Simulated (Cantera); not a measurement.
A closed system holds: 1 mol SO2, 0.83 mol O2, held at 1.00 bar.

Equilibrium computed with Cantera from the NASA thermochemical tables; the gas is ideal and each condensed phase is pure. Candidate condensed phases: S; 10 gas species. Rates play no part. All values below are at 2625 K.

Base state: SO2 0.530, O2 0.443, O 0.0174, SO 0.00884, SO3 0.000529, S 3.52e-5 (mole fractions); condensed: gas only.

Problem. What changes in the equilibrium state with this change: 0.0033 mol H2O added?

Solution. 
```tsv
species	before	after
SO2	0.530	0.529
O2	0.443	0.442
O	0.0174	0.0173
OH	0	0.00206
H2O	0	0.000665
H	0	0.000138
H2	0	1.06e-5
SO3	0.000529	0.000526
S	3.52e-5	3.53e-5
```
Further candidate phases: H2O, H2SO4.
